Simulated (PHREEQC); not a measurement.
# Hard or scaling water: speciation

Solution (25 °C): 1.5e-06 mol CaSO4, 1.5e-05 mol NaHCO3 and 6.7e-05 mol KCl per kg of water. Closed to the air; pH follows from the charge balance.

Equilibrium calculation in PHREEQC: ion-association model, phreeqc.dat.

This is a speciation only: nothing precipitates in the calculation.

**Question.** Estimate the pH, ionic strength.

**Answer.** pH 7.74; ionic strength 8.80e-5 mol/kgw.

**Question.** In which forms is C present?

**Answer.** HCO3- 96 %, CO2 3.9 % of the C.
